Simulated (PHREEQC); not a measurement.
Model water analysis in mg/kgw, 20 °C, pH 2.53, pe 9.3:

| constituent | mg/kgw |
|---|---|
| Na | 900 |
| K | 343 |
| Ca | 1070 |
| Mg | 96.8 |
| Cl | 239 |
| S(6) as SO4 | 6240 |
| Al | 13 |
| Zn | 5.24 |
| Mn(2) | 51.6 |
| Cu(2) | 128 |

Valence states are taken as typed.

Model: ion-association model, wateq4f.dat, run in PHREEQC.

The ionic strength comes out as 0.149 mol/kgw. What activity coefficients do SO4-2, Na+, HSO4-, Zn+2, AlSO4+ get?

SO4-2 0.33, Na+ 0.76, HSO4- 0.75, Zn+2 0.36, AlSO4+ 0.75.

This is a speciation only: nothing precipitates in the calculation. Saturation is exceeded, for instance for Gypsum; the values hold only as long as no solid forms.
